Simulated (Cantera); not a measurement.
A closed system holds: 1 mol Si, 0.042 mol H2O, 38 mol H2, held at 5.90 Pa.

Method: chemical equilibrium by Gibbs-energy minimisation in Cantera with the NASA 1993 tables (ideal gas, pure condensed phases). Candidate condensed phases: H2O, Si, SiO2; 18 gas species. Mutual solubility and eutectic melting of coexisting phases are not modelled. Gases not in the tables: Si2H6 and higher silanes. The numbers say what is thermodynamically allowed, not how fast it happens.

Which condensed phases are stable at each of these points (T (K)): 1100, 1200, 1300, 1400, 1500, 1600, 1700, 1800, 1900, 2000, 2100, 2200?


```json
[
 {"T (K)": "1100", "condensed phases": "Si(s) + SiO2(β-quartz)", "Si condensed (%)": "98.5"},
 {"T (K)": "1200", "condensed phases": "Si(s)", "Si condensed (%)": "95.8"},
 {"T (K)": "1300", "condensed phases": "Si(s)", "Si condensed (%)": "95.8"},
 {"T (K)": "1400", "condensed phases": "Si(s)", "Si condensed (%)": "95.7"},
 {"T (K)": "1500", "condensed phases": "Si(s)", "Si condensed (%)": "95.1"},
 {"T (K)": "1600", "condensed phases": "Si(s)", "Si condensed (%)": "89.3"},
 {"T (K)": "1700", "condensed phases": "Si(l)", "Si condensed (%)": "49.9"},
 {"T (K)": "1800", "condensed phases": "gas only", "Si condensed (%)": "0.0"},
 {"T (K)": "1900", "condensed phases": "gas only", "Si condensed (%)": "0.0"},
 {"T (K)": "2000", "condensed phases": "gas only", "Si condensed (%)": "0.0"},
 {"T (K)": "2100", "condensed phases": "gas only", "Si condensed (%)": "0.0"},
 {"T (K)": "2200", "condensed phases": "gas only", "Si condensed (%)": "0.0"}
]
```

At 1100 K the condensed part is Si(s) + SiO2(β-quartz). From 1200 K to 1600 K the condensed part is Si(s). At 1700 K the condensed part is Si(l). From 1800 K to 2200 K nothing is condensed.
